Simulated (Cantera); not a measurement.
A closed system holds: 1 mol Ti(OiPr)4, 1.8 mol C3H8, 7.2 mol H2, at 0.133 bar.

These are equilibrium values from Cantera (NASA tables, ideal gas, pure condensed phases), not measurements of a reactor. Candidate condensed phases: C, C6H6, C7H8, C8H18, H2O, Ti, TiC, TiO, TiO2, Ti2O3, Ti3O5, Ti4O7; 113 gas species. The feed counts by its element totals alone. TiC: taken at fixed stoichiometry. Condensed phases not in the tables: Magnéli phases beyond Ti4O7. Kinetics and transport are ignored.

log p: log10 of the partial pressure in bar; n: condensed amount in mol.

```
T (°C)  log p H2  log p CO  log p CH4  log p H2O  log p H  log p CO2  log p C2H2 (acetylene)  n C(graphite)  n TiO2(rutile)  n Ti4O7(s)  n Ti3O5(s)  n TiC(s)
------  --------  --------  ---------  ---------  -------  ---------  ----------------------  -------------  --------------  ----------  ----------  --------
777        -0.91     -2.06      -3.06      -3.71    -8.54      -4.80              (withheld)           15.2            1.00           0           0         0
852        -0.91     -2.06      -3.35      -4.16    -7.81      -5.35              (withheld)           15.3            1.00           0           0         0
927        -0.91     -2.01      -3.62      -4.50    -7.16      -5.74              (withheld)           15.1               0       0.250           0         0
1002       -0.91     -1.99      -3.85      -4.84    -6.59      -6.14              (withheld)           15.0               0           0       0.333         0
1077       -0.93     -1.78      -4.10      -4.96    -6.09      -6.10              (withheld)           12.4               0           0           0      1.00
1152       -0.93     -1.78      -4.29      -5.23    -5.63      -6.44              (withheld)           12.4               0           0           0      1.00
1227       -0.93     -1.78      -4.46      -5.48    -5.22      -6.75              (withheld)           12.4               0           0           0      1.00
1302       -0.93     -1.78      -4.61      -5.70    -4.85      -7.02              (withheld)           12.4               0           0           0      1.00
1377       -0.93     -1.78      -4.74      -5.91    -4.51      -7.27              (withheld)           12.4               0           0           0      1.00
1452       -0.93     -1.78      -4.87      -6.09    -4.20      -7.49              (withheld)           12.4               0           0           0      1.00
```

Q: Some entries are withheld; supply them.

A: 
- 777, log p C2H2 (acetylene): -9.29
- 852, log p C2H2 (acetylene): -8.55
- 927, log p C2H2 (acetylene): -7.90
- 1002, log p C2H2 (acetylene): -7.33
- 1077, log p C2H2 (acetylene): -6.84
- 1152, log p C2H2 (acetylene): -6.39
- 1227, log p C2H2 (acetylene): -5.98
- 1302, log p C2H2 (acetylene): -5.61
- 1377, log p C2H2 (acetylene): -5.27
- 1452, log p C2H2 (acetylene): -4.97
